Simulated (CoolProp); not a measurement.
Properties of oxygen at several states.

The numbers come from the reference Helmholtz-energy equation of state, Schmidt 1985 in CoolProp. Above 300 K oxygen's equation is extrapolated.

```
T (°C)   p (MPa)          phase       Z  cp (kJ/(kg K))  speed of sound (m/s)  Joule-Thomson coefficient (K/MPa)  viscosity (µPa s)
-------  -------  -------------  ------  --------------  --------------------  ---------------------------------  -----------------
-56.05    0.0787            gas  0.9982          0.9135                 280.8                              4.785               15.8
104.45      5.57  supercritical  0.9971          0.9846                 375.7                              1.430               25.8
644.75     0.325            gas   1.001           1.077                 561.2                            -0.2061               46.4
582.25      1.88            gas   1.005           1.068                 545.4                            -0.1455               44.5
-159.05     11.5         liquid  0.3690           1.708                 782.2                            -0.2501                129
```

Viscosity comes from a separate model (Lemmon 2004).
